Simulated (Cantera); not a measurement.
## Thermodynamics of boron, boron nitride and boron oxide, feed B₂O₃ + H₂ + N₂

A closed system holds: 1 mol B₂O₃, 1.9 mol H₂, 0.59 mol N₂, at 0.100 bar.

Equilibrium computed with Cantera from the NASA thermochemical tables; the gas is ideal and each condensed phase is pure. Candidate condensed phases: B, BN, B₂O₃, B₃O₃H₃, H₂O; 39 gas species. N₂ is the only nitrogen source here; it is nearly inert below about 1500 K, so the nitride shown seldom forms there in practice. Mutual solubility and eutectic melting of coexisting phases are not modelled. Gases not in the tables: H₃BO₃. Rates play no part.

| T (K) | x H₂ | x N₂ | x HBO₂ | x HBO | x B₂O₃ | x H₂O | x B₂O₂ | x H | n BN(s) | n B₂O₃(l) |
|---|---|---|---|---|---|---|---|---|---|---|
| 1048 | 0.761 | 0.236 | 9.85e-6 | 3.47e-8 | 2.99e-10 | 0.00208 | <1e-12 | 2.13e-8 | 0.00346 | 0.998 |
| 1098 | 0.762 | 0.236 | 2.41e-5 | 1.60e-7 | 2.36e-9 | 0.00204 | 1.13e-12 | 6.83e-8 | 0.00340 | 0.998 |
| 1148 | 0.762 | 0.236 | 5.40e-5 | 6.42e-7 | 1.55e-8 | 0.00199 | 1.42e-11 | 1.98e-7 | 0.00335 | 0.998 |
| 1198 | 0.762 | 0.236 | 0.000113 | 2.29e-6 | 8.62e-8 | 0.00195 | 1.44e-10 | 5.25e-7 | 0.00333 | 0.998 |
| 1248 | 0.761 | 0.236 | 0.000221 | 7.33e-6 | 4.15e-7 | 0.00191 | 1.20e-9 | 1.29e-6 | 0.00334 | 0.998 |
| 1298 | 0.761 | 0.236 | 0.000410 | 2.14e-5 | 1.76e-6 | 0.00186 | 8.49e-9 | 2.96e-6 | 0.00341 | 0.998 |
| 1348 | 0.761 | 0.236 | 0.000723 | 5.77e-5 | 6.68e-6 | 0.00182 | 5.17e-8 | 6.38e-6 | 0.00357 | 0.997 |
| 1398 | 0.761 | 0.236 | 0.00122 | 0.000145 | 2.29e-5 | 0.00178 | 2.75e-7 | 1.31e-5 | 0.00384 | 0.996 |
| 1448 | 0.760 | 0.236 | 0.00198 | 0.000339 | 7.19e-5 | 0.00174 | 1.30e-6 | 2.54e-5 | 0.00424 | 0.995 |
| 1498 | 0.758 | 0.236 | 0.00310 | 0.000748 | 0.000208 | 0.00169 | 5.53e-6 | 4.73e-5 | 0.00476 | 0.992 |
| 1548 | 0.756 | 0.235 | 0.00470 | 0.00157 | 0.000561 | 0.00165 | 2.14e-5 | 8.47e-5 | 0.00532 | 0.988 |
| 1598 | 0.752 | 0.235 | 0.00692 | 0.00313 | 0.00141 | 0.00161 | 7.55e-5 | 0.000146 | 0.00571 | 0.981 |
| 1648 | 0.745 | 0.233 | 0.00990 | 0.00596 | 0.00336 | 0.00156 | 0.000247 | 0.000243 | 0.00546 | 0.968 |
x: gas mole fraction; n: condensed amount in mol.

From 1048 K to 1648 K the condensed part is BN(s) + B₂O₃(l).
